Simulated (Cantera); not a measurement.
A perfectly stirred reactor is fed with CH4 : CO : O2 : N2 : H2O = 1 : 0.5 : 1.25 : 7.25 : 1.5 (molar parts), at 100000 Pa; it is adiabatic with a 750 K inlet, and is followed from long to short residence time, starting on the burning branch (τ in s: 0.14, 0.048, 0.016, 0.0054, 0.0018, 0.0006, 0.0002, 6.8e-05, 2.3e-05).

Computed with Cantera and GRI-Mech 3.0 (53 species, 325 reactions).

Problem. What does this change do: N2 7.25 to 9.6 parts?

Solution. 
```json
[
 {"quantity": "blow-out, bracketed by the residence times tried", "before": "burning at 5.40 ms, out at 1.80 ms", "after": "burning at 48.0 ms, out at 16.0 ms"},
 {"quantity": "x(CH4) at τ = 0.140 s", "before": "0.00671", "after": "0.00834"},
 {"quantity": "x(CO) at τ = 0.140 s", "before": "0.0597", "after": "0.0462"},
 {"quantity": "x(O2) at τ = 0.140 s", "before": "0.000907", "after": "0.00206"},
 {"quantity": "x(C2H6) at τ = 0.140 s", "before": "1.18e-5", "after": "4.40e-5"},
 {"quantity": "x(H) at τ = 0.140 s", "before": "8.56e-5", "after": "3.78e-5"},
 {"quantity": "x(CH4) at τ = 1.80 ms", "before": "0.0870", "after": "0.0722"},
 {"quantity": "x(CO) at τ = 1.80 ms", "before": "0.0435", "after": "0.0361"},
 {"quantity": "x(O2) at τ = 1.80 ms", "before": "0.109", "after": "0.0903"},
 {"quantity": "x(C2H6) at τ = 1.80 ms", "before": "<1e-12", "after": "<1e-12"},
 {"quantity": "x(H) at τ = 1.80 ms", "before": "<1e-12", "after": "<1e-12"}
]
```

Problem. What does this change do: inlet temperature 750 to 450 K?

Solution. 
```
quantity                                                                      before                               after
------------------------------------------------  ----------------------------------  ----------------------------------
blow-out, bracketed by the residence times tried  burning at 5.40 ms, out at 1.80 ms  burning at 0.140 s, out at 48.0 ms
x(CH4) at τ = 0.140 s                                                        0.00671                              0.0127
x(CO) at τ = 0.140 s                                                          0.0597                              0.0589
x(O2) at τ = 0.140 s                                                        0.000907                             0.00481
x(C2H6) at τ = 0.140 s                                                       1.18e-5                            0.000135
x(H) at τ = 0.140 s                                                          8.56e-5                             2.14e-5
x(CH4) at τ = 1.80 ms                                                         0.0870                              0.0870
x(CO) at τ = 1.80 ms                                                          0.0435                              0.0435
x(O2) at τ = 1.80 ms                                                           0.109                               0.109
x(C2H6) at τ = 1.80 ms                                                        <1e-12                              <1e-12
x(H) at τ = 1.80 ms                                                           <1e-12                              <1e-12
```
